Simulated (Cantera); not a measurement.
Input: 1 mol Ti, 0.3 mol CH4, 50 mol H2, held at 1.33 mbar.

Cantera equilibrium calculation (NASA polynomials, part measured and part estimated; ideal gas, pure solids and liquids). Candidate condensed phases: C, C6H6, C7H8, C8H18, Ti, TiC; 77 gas species. Mutual solubility and eutectic melting of coexisting phases are not modelled. TiC: taken at fixed stoichiometry. Condensed phases not in the tables: N, O or C dissolved in the metal. The numbers say what is thermodynamically allowed, not how fast it happens.

**Question.** At 1873 K, list the 3 most abundant gas species with their mole fractions, and the condensed phases.

**Answer.** H2 0.981, H 0.0175, Ti 0.00120. Condensed: Ti(β) + TiC(s).
